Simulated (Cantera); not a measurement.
Standard-state values (1 bar) from the NASA 1993 polynomials, evaluated with Cantera. Values are per mole of reaction as written; species without (g) are pure solids or liquids, kept so even where they would boil at 1 bar. TaC: taken at fixed stoichiometry.

TaC + 2 CH₄(g) → Ta + C₃H₈(g)

```csv
T (K),ΔH° (kJ),ΔS° (J/K),ΔG° (kJ),log10 K
1150,190.7,-101.9,307.9,-13.98
1350,191.0,-101.6,328.2,-12.70
1550,191.0,-101.7,348.5,-11.74
1750,…,…,…,…
1950,…,…,…,…
2150,…,…,…,…
2350,186.2,-104.0,430.6,-9.57
2550,…,…,…,…
2750,181.4,-105.9,472.6,-8.98
```

Problem. What belongs in the gaps?

Solution. 
- 1750, ΔH° (kJ): 190.4
- 1750, ΔS° (J/K): -102.0
- 1750, ΔG° (kJ): 368.9
- 1750, log10 K: -11.01
- 1950, ΔH° (kJ): 189.4
- 1950, ΔS° (J/K): -102.5
- 1950, ΔG° (kJ): 389.3
- 1950, log10 K: -10.43
- 2150, ΔH° (kJ): 188.0
- 2150, ΔS° (J/K): -103.2
- 2150, ΔG° (kJ): 409.9
- 2150, log10 K: -9.96
- 2550, ΔH° (kJ): 183.9
- 2550, ΔS° (J/K): -104.9
- 2550, ΔG° (kJ): 451.5
- 2550, log10 K: -9.25
